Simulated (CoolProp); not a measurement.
Saturation properties of acetone (Tc = 508.1 K, pc = 4.692 MPa, ω = 0.307).

The numbers come from the reference Helmholtz-energy equation of state, Lemmon 2006 in CoolProp. It is a short technical equation, of lower accuracy than the large ones.

```csv
T (K),p (MPa),vapour density (kg/m³),liquid cp (kJ/(kg K)),surface tension (mN/m)
313.2,0.05669,1.313,2.182,20.8
317.2,0.06596,1.513,2.194,20.3
321.2,0.07640,1.738,2.205,19.8
325.2,0.08812,1.988,2.217,19.3
329.1,0.1009,2.259,2.229,18.9
333.1,0.1155,2.566,2.242,18.4
337.1,0.1317,2.905,2.254,17.9
341.1,0.1496,3.279,2.268,17.4
345.1,0.1694,3.691,2.281,16.9
349,0.1907,4.130,2.295,16.5
```

It boils at 329.2 K under 1 atm.

Surface tension comes from a separate correlation (Mulero 2012).
